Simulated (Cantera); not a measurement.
Feed: 1 mol Si₂H₆, 0.78 mol Cl₂, 11 mol N₂, held at 898 K and 0.00130 bar.

These are equilibrium values from Cantera (NASA tables, ideal gas, pure condensed phases), not measurements of a reactor. Candidate condensed phases: NH₄Cl, Si, Si₃N₄; 28 gas species. The feed counts by its element totals alone. N₂ is the only nitrogen source here; it is nearly inert below about 1500 K, so the nitride shown seldom forms there in practice. Equilibrium is a limit: real reactors are often held back by kinetics, nucleation or transport.

Base state: N₂ 0.719, H₂ 0.166, HCl 0.114, SiCl₄ 0.000404 (mole fractions); condensed: Si₃N₄(s).

**Question.** What changes in the equilibrium state with this change: temperature from 898 K to 1673 K?

**Answer.** 
```json
[
 {"species": "N₂", "before": "0.719", "after": "0.743"},
 {"species": "H₂", "before": "0.166", "after": "0.182"},
 {"species": "HCl", "before": "0.114", "after": "0.0403"},
 {"species": "SiCl₂", "before": "2.39e-8", "after": "0.0322"},
 {"species": "H", "before": "1.24e-9", "after": "0.00135"},
 {"species": "Si", "before": "<1e-9", "after": "0.000321"},
 {"species": "Cl", "before": "<1e-9", "after": "0.000233"},
 {"species": "SiCl", "before": "<1e-9", "after": "0.000213"},
 {"species": "Si₂N", "before": "<1e-9", "after": "1.19e-5"},
 {"species": "Si₃N₄(s), mol", "before": "0.665", "after": "0"},
 {"species": "Si(s), mol", "before": "0", "after": "1.51"}
]
```
The tables' values for SiCl, SiCl₃ are old estimates; treat these amounts as uncertain.
